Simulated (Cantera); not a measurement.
Feed: 1 mol V, 0.091 mol O2, 0.63 mol N2, 0.045 mol H2O, at 1998.15 K and 3.10 mbar.

These are equilibrium values from Cantera (NASA tables, ideal gas, pure condensed phases), not measurements of a reactor. Mutual solubility and eutectic melting of coexisting phases are not modelled. VN, VO: taken at fixed stoichiometry. Condensed phases not in the tables: solid solutions among these carbides, nitrides and lower oxides, V2N. Equilibrium is a limit: real reactors are often held back by kinetics, nucleation or transport.

```csv
species,before,after
N2,0.838,0.759
VO2,5.52e-5,0.145
H2O,5.80e-5,0.0505
H2,0.149,0.00141
O2,<1e-9,0.0336
H,0.0111,0.00108
V,0.000621,<1e-9
O,2.35e-8,0.00217
NO,3.41e-8,0.00299
OH,4.31e-7,0.00386
VO,0.000609,1.73e-5
"VN(s), mol",0.773,0
"VO(s), mol",0.227,0
"V2O3(s), mol",0,0.440
```
Gas species are given as mole fractions.

**Question.** Which change was made?
A. pressure from 3.10 mbar to 4.10 Pa
B. pressure from 3.10 mbar to 12.0 mbar
C. O2 from 0.091 to 0.81 mol
D. N2 from 0.63 to 37 mol

**Answer.** C, O2 from 0.091 to 0.81 mol. Condensed phases not in the tables: the oxides between V2O3 and V2O5 other than VO2
